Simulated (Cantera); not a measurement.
Charge: 1 mol Cu, 0.7 mol H2O, 140 mol H2, 2.5 mol CO, equilibrated at 1375 K.

These are equilibrium values from Cantera (NASA tables, ideal gas, pure condensed phases), not measurements of a reactor. Candidate condensed phases: C, C6H6, C7H8, C8H18, Cu, CuO, Cu(OH)2, Cu2O, H2O; 113 gas species. The numbers say what is thermodynamically allowed, not how fast it happens.

Task: Which condensed phases are stable at each of these points (P (Pa)): 10, 41, 160, 670, 2700, 11000, 45000, 180000, 740000, 3000000?

Result: 
```
P (Pa)   condensed phases  Cu condensed (%)
-------  ----------------  ----------------
10               gas only               0.0
41                  Cu(l)              71.2
160                 Cu(l)              92.6
670                 Cu(l)              98.2
2700                Cu(l)              99.6
11000               Cu(l)              99.9
45000               Cu(l)             100.0
180000              Cu(l)             100.0
740000              Cu(l)             100.0
3000000             Cu(l)             100.0
```

At 10.0 Pa nothing is condensed. From 41.0 Pa to 30.0 bar the condensed part is Cu(l).
